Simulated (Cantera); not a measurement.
A closed system holds: 1 mol Si, 1.2 mol CO2, 38 mol N2, held at 1748 K and 100 Torr.

Cantera equilibrium calculation (NASA polynomials, part measured and part estimated; ideal gas, pure solids and liquids). Candidate condensed phases: C, Si, SiC, SiO2, Si2N2O, Si3N4; 34 gas species. Mutual solubility and eutectic melting of coexisting phases are not modelled. The tables hold silica as quartz up to 1696 K and as liquid above; real silica turns to tridymite and cristobalite and melts near 1996 K. Rates play no part.

Base state: N2 0.960, CO 0.0304, SiO 0.00963 (mole fractions); condensed: SiO2(condensed) + Si2N2O(s).

Task: What changes in the equilibrium state with this change: CO2 from 1.2 to 0.1 mol?

Result: 
| species | before | after |
|---|---|---|
| N2 | 0.960 | 0.997 |
| CO | 0.0304 | 0.00267 |
| SiO | 0.00963 | 0.000319 |
| SiO2(condensed), mol | 0.340 | 0 |
| Si2N2O(s), mol | 0.140 | 0.0880 |
| Si3N4(s), mol | 0 | 0.271 |
